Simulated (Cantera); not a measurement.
# Low-pressure radical oxidation in H2/O2

An isothermal, constant-pressure homogeneous reactor starts with 4.31 % H2, 95.7 % O2, equivalence ratio 0.022, at 975 K and 0.0132 atm.

Model: the H2/O2 subset of GRI-Mech 3.0, which has no nitrogen chemistry, integrated in Cantera. Radical loss at walls, strong at low pressure, is not modelled. The temperature is held fixed by assumption; the heat of reaction is taken as removed at once.

```json
[
 {"t (s)": "0.000400", "x H2": "0.0431", "x O2": "0.957", "x O": "6.48e-11", "x OH": "3.79e-11", "x H2O2": "<1e-12", "x H2O": "4.99e-11"},
 {"t (s)": "0.000848", "x H2": "0.0431", "x O2": "0.957", "x O": "3.26e-10", "x OH": "1.59e-10", "x H2O2": "<1e-12", "x H2O": "3.85e-10"},
 {"t (s)": "0.00180", "x H2": "0.0431", "x O2": "0.957", "x O": "3.82e-9", "x OH": "1.75e-9", "x H2O2": "<1e-12", "x H2O": "5.84e-9"},
 {"t (s)": "0.00381", "x H2": "0.0431", "x O2": "0.957", "x O": "4.79e-7", "x OH": "2.17e-7", "x H2O2": "2.20e-12", "x H2O": "7.71e-7"},
 {"t (s)": "0.00808", "x H2": "0.0312", "x O2": "0.949", "x O": "0.00466", "x OH": "0.00167", "x H2O2": "1.82e-7", "x H2O": "0.00907"},
 {"t (s)": "0.0171", "x H2": "0.000908", "x O2": "0.941", "x O": "0.0120", "x OH": "0.00125", "x H2O2": "1.09e-7", "x H2O": "0.0396"},
 {"t (s)": "0.0363", "x H2": "0.000258", "x O2": "0.951", "x O": "0.00473", "x OH": "0.000620", "x H2O2": "8.58e-8", "x H2O": "0.0428"},
 {"t (s)": "0.0770", "x H2": "6.66e-5", "x O2": "0.955", "x O": "0.00131", "x OH": "0.000296", "x H2O2": "7.43e-8", "x H2O": "0.0437"},
 {"t (s)": "0.163", "x H2": "1.52e-5", "x O2": "0.956", "x O": "0.000311", "x OH": "0.000140", "x H2O2": "5.97e-8", "x H2O": "0.0439"},
 {"t (s)": "0.346", "x H2": "3.31e-6", "x O2": "0.956", "x O": "7.21e-5", "x OH": "6.76e-5", "x H2O2": "4.12e-8", "x H2O": "0.0440"},
 {"t (s)": "0.734", "x H2": "7.48e-7", "x O2": "0.956", "x O": "1.80e-5", "x OH": "3.40e-5", "x H2O2": "2.47e-8", "x H2O": "0.0440"},
 {"t (s)": "1.56", "x H2": "1.87e-7", "x O2": "0.956", "x O": "5.07e-6", "x OH": "1.82e-5", "x H2O2": "1.36e-8", "x H2O": "0.0440"},
 {"t (s)": "3.30", "x H2": "5.37e-8", "x O2": "0.956", "x O": "1.63e-6", "x OH": "1.03e-5", "x H2O2": "7.11e-9", "x H2O": "0.0440"},
 {"t (s)": "7.00", "x H2": "1.76e-8", "x O2": "0.956", "x O": "5.81e-7", "x OH": "6.16e-6", "x H2O2": "3.65e-9", "x H2O": "0.0440"}
]
```
x: mole fraction; the columns are a selection and need not sum to one.

Equilibrium at this temperature and pressure: H2 1.60e-11, O2 0.956, O 6.15e-10, OH 1.99e-7, H2O2 1.01e-11, H2O 0.0440 (gas phase only).
